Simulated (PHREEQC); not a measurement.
## Nickel, zinc or cadmium bath (model solution)

Make-up at 59 °C: 0.24 mol/kgw Ni(NO3)2. Closed to the air; pH follows from the charge balance.

Equilibrium calculation in PHREEQC: ion-association model, wateq4f.dat.

Each row changes one thing in this solution. This is a speciation only: nothing precipitates in the calculation.

```json
[
 {"case": "as made", "pH": "5.04", "ionic strength (mol/kgw)": "0.720", "NiOH+ (mol/kgw)": "1.23e-5", "Ni(OH)2 (mol/kgw)": "7.04e-11"},
 {"case": "temperature from 59 to 20 °C", "pH": "5.57", "ionic strength (mol/kgw)": "0.720", "NiOH+ (mol/kgw)": "3.60e-6", "Ni(OH)2 (mol/kgw)": "8.65e-10"},
 {"case": "temperature from 59 to 85 °C", "pH": "4.76", "ionic strength (mol/kgw)": "0.720", "NiOH+ (mol/kgw)": "2.38e-5", "Ni(OH)2 (mol/kgw)": "1.79e-11"},
 {"case": "Ni(NO3)2 from 0.24 to 0.12 mol/kgw", "pH": "5.20", "ionic strength (mol/kgw)": "0.360", "NiOH+ (mol/kgw)": "8.20e-6", "Ni(OH)2 (mol/kgw)": "7.23e-11"},
 {"case": "Ni(NO3)2 from 0.24 to 0.36 mol/kgw", "pH": "4.91", "ionic strength (mol/kgw)": "1.08", "NiOH+ (mol/kgw)": "1.69e-5", "Ni(OH)2 (mol/kgw)": "7.04e-11"},
 {"case": "Ni(NO3)2 from 0.24 to 0.48 mol/kgw", "pH": "4.79", "ionic strength (mol/kgw)": "1.44", "NiOH+ (mol/kgw)": "2.24e-5", "Ni(OH)2 (mol/kgw)": "7.13e-11"},
 {"case": "Ni(NO3)2 replaced by NiCl2 at the same molality", "pH": "5.12", "ionic strength (mol/kgw)": "0.571", "NiOH+ (mol/kgw)": "1.02e-5", "Ni(OH)2 (mol/kgw)": "7.08e-11"}
]
```

The ionic strength passes 0.7 mol/kgw, the rough limit of the ion-association models, in as made; temperature from 59 to 20 °C; temperature from 59 to 85 °C; Ni(NO3)2 from 0.24 to 0.36 mol/kgw; Ni(NO3)2 from 0.24 to 0.48 mol/kgw. At this temperature some constants are extrapolated from 25 °C, and those without enthalpy data are left unchanged.
